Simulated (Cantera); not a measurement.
Input (Python, Cantera):

```python
import numpy as np
import cantera as ct

surf = ct.Interface("ptcombust.yaml", "Pt_surf")
gas = surf.adjacent["gas"]
gas.TPX = 300, 3200, {'CH4': 0.018, 'O2': 0.069, 'N2': 0.79}
jet = ct.ImpingingJet(gas=gas, width=0.029, surface=surf)
jet.inlet.mdot, jet.inlet.T, jet.inlet.X = 0.098, 300, {'CH4': 0.018, 'O2': 0.069, 'N2': 0.79}
jet.set_refine_criteria(ratio=10, slope=0.2, curve=0.3)
show, cover = ['CH4', 'O2', 'H2O', 'OH', 'CO', 'CO2'], ["PT(S)", "H(S)", "O(S)", "OH(S)", "CO(S)", "C(S)"]

rows = []
print(f"{'Ts/K':>7s}" + "".join(f"{s:>11s}" for s in show + cover) + "   (gas at the wall, coverages)")
for i, Ts in enumerate([850, 900, 950, 1000, 1050, 1100]):
    jet.surface.T = Ts
    if i == 0:
        surf.TP = Ts, 3200
        surf.coverages = "PT(S):0.5, O(S):0.5"
        surf.advance_coverages(1.0)
        jet.set_initial_guess(products="inlet")
    jet.solve(loglevel=0, auto=(i == 0))
    rows.append([*(jet.X[gas.species_index(s), -1] for s in show), *surf[cover].coverages])
    print(f"{Ts:7g}" + "".join(f"{x:11.3e}" for x in rows[-1]))
```

Result:

```
   Ts/K        CH4         O2        H2O         OH         CO        CO2      PT(S)       H(S)       O(S)      OH(S)      CO(S)       C(S)   (gas at the wall, coverages)
    850  1.835e-02  7.405e-02  4.079e-03  5.748e-09  5.850e-06  2.652e-03  2.060e-01  1.439e-08  7.936e-01  3.917e-04  7.675e-06  1.963e-08
    900  1.664e-02  7.042e-02  7.267e-03  2.376e-08  7.672e-06  4.737e-03  2.807e-01  4.413e-08  7.188e-01  4.621e-04  6.672e-06  2.376e-08
    950  1.468e-02  6.628e-02  1.089e-02  7.996e-08  9.525e-06  7.112e-03  3.588e-01  1.101e-07  6.407e-01  4.921e-04  5.402e-06  2.588e-08
   1000  1.277e-02  6.222e-02  1.443e-02  2.278e-07  1.145e-05  9.437e-03  4.371e-01  2.356e-07  5.625e-01  4.870e-04  4.225e-06  2.643e-08
   1050  1.107e-02  5.863e-02  1.754e-02  5.652e-07  1.358e-05  1.149e-02  5.131e-01  4.498e-07  4.864e-01  4.577e-04  3.277e-06  2.611e-08
   1100  9.670e-03  5.568e-02  2.009e-02  1.261e-06  1.612e-05  1.317e-02  5.847e-01  7.859e-07  4.148e-01  4.146e-04  2.564e-06  2.545e-08
```

Model: Deutschmann's 1995 Pt surface mechanism with GRI-Mech 3.0 gas chemistry, integrated in Cantera. Catalytic surfaces can have several steady states; this one follows from the mechanism file's or the stated starting coverage.
